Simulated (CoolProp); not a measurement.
Computed with CoolProp (reference Helmholtz-energy equation of state, Leachman 2009).

Task: For normal hydrogen, give the phase and the density (kg/m³), speed of sound (m/s), conductivity (mW/(m K)) at 20.8 K and 0.541 MPa; 34.1 K and 0.541 MPa.

Result: 
- 20.8 K and 0.541 MPa: liquid; density 70.9, speed of sound 1130, conductivity 104
- 34.1 K and 0.541 MPa: gas; density 4.47, speed of sound 458, conductivity 31.5

Thermal conductivity comes from a separate model (Assael 2011).
